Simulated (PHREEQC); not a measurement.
Solution (20 °C): 0.0011 mol/kgw Cu(BF4)2 and 0.27 mol/kgw H2SO4. It is in equilibrium with CO2 at log p = -3.5 (atm). Otherwise closed; pH follows from the charge balance.

All values are PHREEQC results (ion-association model, wateq4f.dat), not measurements.

```json
[
 {"quantity": "pH", "before": "0.63", "after": "3.23"},
 {"quantity": "ionic strength (mol/kgw)", "before": "0.337", "after": "0.506"},
 {"quantity": "HSO4- (mol/kgw)", "before": "0.237", "after": "0.00198"},
 {"quantity": "SO4-2 (mol/kgw)", "before": "0.0330", "after": "0.125"},
 {"quantity": "HCO3- (mol/kgw)", "before": "3.02e-11", "after": "1.26e-8"}
]
```

Problem. Which change was made?
A. Cu(BF4)2 left out
B. temperature from 20 to 10 °C
C. H2SO4 replaced by CuSO4 at the same molality
D. H2SO4 from 0.27 to 0.027 mol/kgw
E. Cu(BF4)2 from 0.0011 to 0.011 mol/kgw

Solution. C, H2SO4 replaced by CuSO4 at the same molality

Precipitation was switched off in this run. Real BF4- forms and hydrolyses slowly; the run takes it at equilibrium.
